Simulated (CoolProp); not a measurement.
Properties of decamethyltetrasiloxane (MD2M) along the isotherm 600 K.

Values from CoolProp's reference Helmholtz-energy equation of state, Thol 2017.

```
p (MPa)          phase  speed of sound (m/s)  fugacity coefficient
-------  -------------  --------------------  --------------------
0.143              gas                 122.5                0.9603
0.286              gas                 116.9                0.9211
0.429              gas                 110.7                0.8823
0.572              gas                 103.5                0.8435
0.715              gas                 94.80                0.8046
0.858              gas                 83.82                0.7649
1                  gas                 68.73                0.7239
1.29     supercritical                 82.38                0.6165
1.43     supercritical                 105.7                0.5678
1.57     supercritical                 122.9                0.5276
1.72     supercritical                 137.8                0.4917
```
